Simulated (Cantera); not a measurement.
# Thermodynamics of titanium nitride, carbide and oxide coatings, feed TiCl₄ + CH₄ + H₂

Input: 1 mol TiCl₄, 1.1 mol CH₄, 15 mol H₂, equilibrated at 1325 K.

Method: chemical equilibrium by Gibbs-energy minimisation in Cantera with the NASA 1993 tables (ideal gas, pure condensed phases). Candidate condensed phases: C, C₆H₆, C₇H₈, C₈H₁₈, Ti, TiC, TiCl₂, TiCl₃, TiCl₄; 96 gas species. TiC: taken at fixed stoichiometry. Rates play no part.

From 10.0 Pa to 1.00 bar the condensed part is C(graphite) + TiC(s). The main Ti-bearing gas is TiCl₃ at 10.0 Pa and TiCl₄ at 1.00 bar. The share of Ti in condensed phases is highest at 10.0 Pa (99.8 %) and lowest at 1.00 bar (75.0 %).

```
P (Pa)  log p H₂  log p HCl  log p TiCl₄  log p CH₄  log p TiCl₃  log p H  n C(graphite)  n TiC(s)
------  --------  ---------  -----------  ---------  -----------  -------  -------------  --------
10         -4.10      -4.68        -9.59     -10.38        -8.03    -7.84          0.102     0.998
28         -3.65      -4.24        -8.70      -9.48        -7.36    -7.61          0.103     0.997
77         -3.21      -3.80        -7.82      -8.60        -6.70    -7.39          0.105     0.995
220        -2.76      -3.34        -6.92      -7.69        -6.02    -7.17          0.109     0.991
600        -2.32      -2.91        -6.06      -6.82        -5.38    -6.95          0.116     0.984
1700       -1.87      -2.46        -5.17      -5.91        -4.72    -6.72          0.128     0.971
4600       -1.44      -2.04        -4.34      -5.04        -4.09    -6.50          0.149     0.948
13000      -0.98      -1.60        -3.51      -4.14        -3.47    -6.28          0.184     0.905
36000      -0.54      -1.19        -2.75      -3.24        -2.90    -6.05          0.230     0.840
100000     -0.09      -0.79        -2.05      -2.35        -2.37    -5.83          0.265     0.750
```
log p: log10 of the partial pressure in bar; n: condensed amount in mol.
